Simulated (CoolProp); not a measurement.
Normal hydrogen at 54.17 K and 2.68 MPa flows at 2.4 m/s in a round tube of 10 mm bore and 15 µm roughness, fully developed (64/Re and Nu = 3.66 if laminar; Colebrook and Gnielinski if turbulent). Each further row changes one setting.

Computed with CoolProp (reference Helmholtz-energy equation of state, Leachman 2009).

```
case              Reynolds number  Darcy friction factor  pressure drop (Pa/m)  heat-transfer coefficient (W/(m² K))  mass flow (kg/h)
----------------  ---------------  ---------------------  --------------------  ------------------------------------  ----------------
as stated                  111000                 0.0236                  96.5                                  1620              9.65
velocity 4.8 m/s           222000                 0.0227                   372                                  3120              19.3
diameter 20 mm             222000                 0.0199                  40.7                                  1360              38.6
```

Viscosity comes from a separate model (Muzny 2013). Thermal conductivity comes from a separate model (Assael 2011).
